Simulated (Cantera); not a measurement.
A perfectly stirred reactor is fed with NO : N2 = 1 : 1.4 (molar parts), at 0.210 bar; it is held at 2100 K, and followed from long to short residence time.

Cantera simulation using GRI-Mech 3.0 (53 species, 325 reactions); the numbers are that mechanism's predictions, not measurements.

Question: What does this change do: N2 1.4 to 0.71 parts?

Answer: 
| quantity | before | after |
|---|---|---|
| x(NO) at τ = 6.70 s | 0.0590 | 0.0734 |
| x(O) at τ = 6.70 s | 0.00129 | 0.00155 |
| x(NO2) at τ = 6.70 s | 3.65e-5 | 5.43e-5 |
| x(O2) at τ = 6.70 s | 0.178 | 0.255 |
| x(N2O) at τ = 6.70 s | 1.49e-6 | 2.11e-6 |
| x(NO) at τ = 0.250 s | 0.335 | 0.446 |
| x(O) at τ = 0.250 s | 0.000677 | 0.000872 |
| x(NO2) at τ = 0.250 s | 0.000102 | 0.000175 |
| x(O2) at τ = 0.250 s | 0.0402 | 0.0689 |
| x(N2O) at τ = 0.250 s | 4.77e-5 | 8.06e-5 |

Question: What does this change do: temperature 2100 to 1575 K?

Answer: 
| quantity | before | after |
|---|---|---|
| x(NO) at τ = 6.70 s | 0.0590 | 0.406 |
| x(O) at τ = 6.70 s | 0.00129 | 2.24e-6 |
| x(NO2) at τ = 6.70 s | 3.65e-5 | 0.000149 |
| x(O2) at τ = 6.70 s | 0.178 | 0.00536 |
| x(N2O) at τ = 6.70 s | 1.49e-6 | 5.56e-5 |
| x(NO) at τ = 0.250 s | 0.335 | 0.416 |
| x(O) at τ = 0.250 s | 0.000677 | 1.24e-6 |
| x(NO2) at τ = 0.250 s | 0.000102 | 7.53e-5 |
| x(O2) at τ = 0.250 s | 0.0402 | 0.000151 |
| x(N2O) at τ = 0.250 s | 4.77e-5 | 4.64e-5 |
